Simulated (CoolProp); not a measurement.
Vapour-liquid equilibrium of dimethyl ether (1) + n-hexane (2) at 300.8 K; x and y are mole fractions of (1).

Values from CoolProp's multi-fluid Helmholtz-energy mixture model, Wu 2011 and Thol 2019; pair parameters Bell 2016.

```tsv
x	bubble pressure (bar)	y at the bubble point	dew pressure at overall composition x (bar)	liquid density (mol/L)
0.05	0.6309	0.652	0.2377	7.766
0.2	1.790	0.889	0.2816	8.405
0.35	2.797	0.937	0.3453	9.136
0.5	3.647	0.959	0.4458	9.983
0.65	4.408	0.972	0.6282	10.98
0.8	5.173	0.984	1.061	12.19
0.95	6.039	0.996	3.257	13.68
```

No azeotrope shows between x = 0.05 and 0.95.

Pair parameters are fitted to limited data, so mixtures are less certain than the pure fluids.
